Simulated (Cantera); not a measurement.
Input: 1 mol CH₄, 0.29 mol NH₃, 8 mol N₂, at 13300 Pa.

Equilibrium computed with Cantera from the NASA thermochemical tables; the gas is ideal and each condensed phase is pure. Candidate condensed phases: C, C₆H₆, C₇H₈, C₈H₁₈; 92 gas species. Kinetics and transport are ignored.

x: gas mole fraction; n: condensed amount in mol.

```tsv
T (K)	x N₂	x H₂	x H	x HCN	x HNC	x C₂H₂ (acetylene)	n C(graphite)
2023	0.765	0.225	0.00247	0.00669	0.000396	0.000201	0.921
2073	0.764	0.223	0.00341	0.00804	0.000519	0.000274	0.903
2123	0.763	0.222	0.00463	0.00957	0.000671	0.000367	0.883
2173	0.761	0.220	0.00620	0.0113	0.000855	0.000485	0.861
2223	0.760	0.217	0.00818	0.0132	0.00108	0.000631	0.835
2273	0.757	0.214	?	?	?	?	0.805
2323	0.755	0.211	0.0137	0.0175	0.00165	0.00102	0.773
2373	0.752	0.207	?	?	?	?	0.736
2423	0.749	0.203	0.0219	0.0226	0.00242	0.00157	0.696
2473	0.745	0.197	0.0271	0.0254	0.00288	0.00190	0.652
```

### Question
Complete the blanks.

### Answer

- 2373, x H: 0.0174
- 2373, x HCN: 0.0200
- 2373, x HNC: 0.00201
- 2373, x C₂H₂ (acetylene): 0.00127
- 2273, x H: 0.0107
- 2273, x HCN: 0.0153
- 2273, x HNC: 0.00134
- 2273, x C₂H₂ (acetylene): 0.000809
